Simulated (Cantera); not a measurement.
Source: NASA polynomial tables (part measured, part estimated), evaluated in Cantera. Values are per mole of reaction as written; species without (g) are pure solids or liquids, kept so even where they would boil at 1 bar.

Task: Between 423 and 773 K, where is each reaction favourable under standard conditions?
- 3 SO2(g) ⇌ 3 S + 2 O3(g)
- SO3(g) ⇌ S + 3 O(g)

Result: 
- 3 SO2(g) ⇌ 3 S + 2 O3(g): ΔG° is 1245 kJ at 423 K and 1286 kJ at 773 K; it stays positive (K < 1). ΔH° is 1206 kJ and ΔS° -103 J/K at 773 K.
- SO3(g) ⇌ S + 3 O(g): ΔG° is 1033 kJ at 423 K and 932 kJ at 773 K; it stays positive (K < 1). ΔH° is 1161 kJ and ΔS° 297 J/K at 773 K.
